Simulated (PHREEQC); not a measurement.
Solution (60 °C): 0.016 mol CuSO4, 0.2 mol H2SO4 and 3.8e-05 mol Na2SO4 per kg of water. Closed to the air; pH follows from the charge balance.

All values are PHREEQC results (ion-association model, phreeqc.dat), not measurements.

No solid was allowed to form.

Problem. Estimate the pH, ionic strength, activity of water.

Solution. pH 0.80; ionic strength 0.257 mol/kgw; activity of water 0.993.

Problem. In which forms is Na present?

Solution. Na+ 98 %, NaSO4- 2.4 % of the Na.

Constants without temperature data keep their 25 °C values here.
